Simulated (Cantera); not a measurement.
## Transport properties of process gases

Gas mixture: CO₂ : N₂ : O₂ = 0.46 : 0.76 : 0.75 (molar parts), at 2.25 Torr, frozen composition.

Cantera's kinetic-theory transport with the Lennard-Jones parameters of GRI-Mech 3.0, ideal gas; thermal conductivity in the multicomponent form.

```csv
T (K),ρ (kg/m³),cp (J/kg/K),μ (µPa s),λ (mW/m/K),Pr,D (cm²/s) O,D (cm²/s) H,D (cm²/s) NH₃
400,0.00300,974.5,22.8,31.2,0.710,171,665,119
550,0.00218,1031,28.9,41.7,0.713,296,1160,217
700,0.00171,1082,34.3,51.8,0.715,445,1760,335
850,0.00141,1125,39.2,61.5,0.717,617,2450,474
1000,0.00120,1160,43.7,70.8,0.717,809,3220,629
1150,0.00104,1186,48.0,79.4,0.717,1020,4070,802
1300,0.000923,1208,52.1,87.7,0.718,1250,4990,989
1450,0.000828,1227,56.0,95.7,0.718,1500,5990,1190
1600,0.000750,1242,59.7,103,0.717,1770,7060,1410
```
D: mixture-averaged diffusion coefficient of that species in the mixture.
